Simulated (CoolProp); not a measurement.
A single-stage vapour-compression cycle with the fluid: evaporating at 215.15 K (dew point), condensing at 247.15 K (bubble point), superheat 2 K, subcooling 8 K, compressor efficiency 0.6, no pressure losses. The same conditions are run with several fluids, on thermodynamics alone (safety and materials aside).

Computed with CoolProp (reference Helmholtz-energy equation of state of each fluid (ammonia: Gao 2020; dimethyl ether: Wu 2011; R507A: Lemmon 2003; R227EA: Lemmon 2016; R13: Platzer 1990; R407C: Lemmon 2003)). The equations of Platzer and Polt are older, rougher fits. Blends and air are pseudo-pure fits.

```json
[
 {"fluid": "ammonia", "cooling COP": "3.49", "pressure ratio": "5.81", "discharge temperature (K)": "397.5", "refrigerating effect (kJ/kg)": "…", "volumetric capacity (kJ/m³)": "317"},
 {"fluid": "dimethyl ether", "cooling COP": "3.75", "pressure ratio": "5.23", "discharge temperature (K)": "308.2", "refrigerating effect (kJ/kg)": "451", "volumetric capacity (kJ/m³)": "214"},
 {"fluid": "R507A", "cooling COP": "3.74", "pressure ratio": "4.39", "discharge temperature (K)": "281.1", "refrigerating effect (kJ/kg)": "176", "volumetric capacity (kJ/m³)": "…"},
 {"fluid": "R227EA", "cooling COP": "3.76", "pressure ratio": "6.01", "discharge temperature (K)": "266.0", "refrigerating effect (kJ/kg)": "125", "volumetric capacity (kJ/m³)": "130"},
 {"fluid": "R13", "cooling COP": "…", "pressure ratio": "3.13", "discharge temperature (K)": "279.3", "refrigerating effect (kJ/kg)": "115", "volumetric capacity (kJ/m³)": "2210"},
 {"fluid": "R407C", "cooling COP": "2.96", "pressure ratio": "7.04", "discharge temperature (K)": "318.0", "refrigerating effect (kJ/kg)": "225", "volumetric capacity (kJ/m³)": "343"}
]
```

Question: Some entries are withheld; supply them.

Answer: 
- ammonia, refrigerating effect (kJ/kg): 1340
- R507A, volumetric capacity (kJ/m³): 565
- R13, cooling COP: 3.60
